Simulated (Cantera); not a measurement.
Input: 1 mol CsCl, 0.058 mol HCl, 39 mol H2, equilibrated at 1025 K and 80.0 Pa.

Equilibrium computed with Cantera from the NASA thermochemical tables; the gas is ideal and each condensed phase is pure. Candidate condensed phases: Cs, CsCl; 9 gas species. Kinetics and transport are ignored.

Base state: H2 0.974, CsCl 0.0246, HCl 0.00145, Cs2Cl2 0.000206 (mole fractions); condensed: gas only.

Problem. What changes in the equilibrium state with this change: temperature from 1025 K to 1623.15 K?

Solution. 
```csv
species,before,after
H2,0.974,0.969
CsCl,0.0246,0.0231
HCl,0.00145,0.00321
H,1.52e-7,0.00241
Cs,2.72e-7,0.00177
Cs2Cl2,0.000206,1.05e-7
```
